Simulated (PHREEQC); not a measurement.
Consider water at 49 °C with 0.0069 mol K2CO3, 0.024 mol Fe(NO3)3 and 0.00074 mol CO2 per kg of water. Closed to the air; pH follows from the charge balance.

Computed with PHREEQC (ion-association model, wateq4f.dat).

### Question
The ionic strength comes out as 0.129 mol/kgw. What activity coefficients do Fe+3, Fe3(OH)4+5, Fe2(OH)2+4, FeOH+2, Fe(OH)2+ get?

### Answer
Fe+3 0.15, Fe3(OH)4+5 0.00099, Fe2(OH)2+4 0.012, FeOH+2 0.33, Fe(OH)2+ 0.77.

No solid was allowed to form. The solution is supersaturated, for example in Hematite (slow to form), Goethite (slow to form), so a real one may precipitate; this is no full list. Away from 25 °C the constants follow the database's enthalpies or fits; those with neither stay at their 25 °C values.
